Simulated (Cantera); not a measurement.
Feed: 1 mol PbO, 0.18 mol H₂, equilibrated at 13300 Pa.

Method: chemical equilibrium by Gibbs-energy minimisation in Cantera with the NASA 1993 tables (ideal gas, pure condensed phases). Candidate condensed phases: H₂O, Pb, PbO, PbO₂, Pb₃O₄; 12 gas species. Rates play no part.

### Question
Which condensed phases are stable at each of these points (T (°C)): 275, 300, 325, 350, 375, 400, 425, 450?

### Answer
```
T (°C)  condensed phases  Pb condensed (%)
------  ----------------  ----------------
275     Pb(s) + PbO(red)             100.0
300     Pb(s) + PbO(red)             100.0
325     Pb(s) + PbO(red)             100.0
350     Pb(l) + PbO(red)             100.0
375     Pb(l) + PbO(red)             100.0
400     Pb(l) + PbO(red)             100.0
425     Pb(l) + PbO(red)             100.0
450     Pb(l) + PbO(red)             100.0
```

From 275 °C to 325 °C the condensed part is Pb(s) + PbO(red). From 350 °C to 450 °C the condensed part is Pb(l) + PbO(red).
